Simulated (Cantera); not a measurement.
Input: 1 mol CaO, 2.2 mol HF, 36 mol H₂, at 0.790 bar.

Method: chemical equilibrium by Gibbs-energy minimisation in Cantera with the NASA 1993 tables (ideal gas, pure condensed phases). Candidate condensed phases: Ca, CaF₂, CaO, Ca(OH)₂, H₂O; 29 gas species. Kinetics and transport are ignored. All values below are at 1373 K.

Base state: H₂ 0.968, H₂O 0.0269, HF 0.00538 (mole fractions); condensed: CaF₂(s).

What changes in the equilibrium state with this change: CaO replaced by B₂O₃?


```json
[
 {"species": "H₂", "before": "0.968", "after": "0.944"},
 {"species": "HF", "before": "0.00538", "after": "0.0251"},
 {"species": "H₂O", "before": "0.0269", "after": "0.0158"},
 {"species": "BF₃", "before": "0", "after": "0.00799"},
 {"species": "BOF", "before": "0", "after": "0.00495"},
 {"species": "B₃O₃F₃", "before": "0", "after": "0.00115"},
 {"species": "HBO₂", "before": "0", "after": "0.000997"},
 {"species": "CaF₂(s), mol", "before": "1.000", "after": "0"},
 {"species": "B₂O₃(l), mol", "before": "0", "after": "0.666"}
]
```
Gases not in the tables: H₃BO₃. Further candidate phases: B, B₂O₃, B₃O₃H₃.
